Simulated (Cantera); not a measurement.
## Ignition delay

Mixture: C2H4 : O2 : N2 : H2O = 1 : 2 : 7.52 : 0.031 (molar parts), equivalence ratio 1.5, at 4730 Torr, adiabatic and at constant volume. Ignition delay is the time to a rise of 400 K.

Model: GRI-Mech 3.0 (53 species, 325 reactions), integrated in Cantera. GRI-Mech 3.0 was tuned for natural gas; its chemistry of ethylene as a main component is partial and can be far from experiment.

| T0 (K) | delay (ms) |
|---|---|
| 1048 | 25.9 |
| 1098 | 9.49 |
| 1148 | 2.94 |
| 1198 | 0.826 |
| 1248 | 0.249 |
| 1298 | 0.0847 |
| 1348 | 0.0326 |
| 1398 | 0.0157 |

```yaml
apparent activation energy between 1298 and 1398 K: 250 kJ/mol
```
